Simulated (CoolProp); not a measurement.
Properties of R1123 at several states (Tc = 58.6 °C, pc = 4.549 MPa, ω = 0.243).

Computed with CoolProp (reference Helmholtz-energy equation of state, Akasaka 2020).

| T (°C) | p (MPa) | phase | density (kg/m³) | Joule-Thomson coefficient (K/MPa) |
|---|---|---|---|---|
| 147.95 | 0.0204 | gas | 0.4782 | ? |
| 133.85 | 0.664 | gas | 16.51 | ? |
| 97.95 | 0.0716 | gas | 1.911 | 7.264 |
| 134.65 | 0.683 | gas | ? | 5.799 |

### Question
What belongs in the gaps?

### Answer

- 147.95, Joule-Thomson coefficient (K/MPa): 5.304
- 133.85, Joule-Thomson coefficient (K/MPa): 5.827
- 134.65, density (kg/m³): 16.96
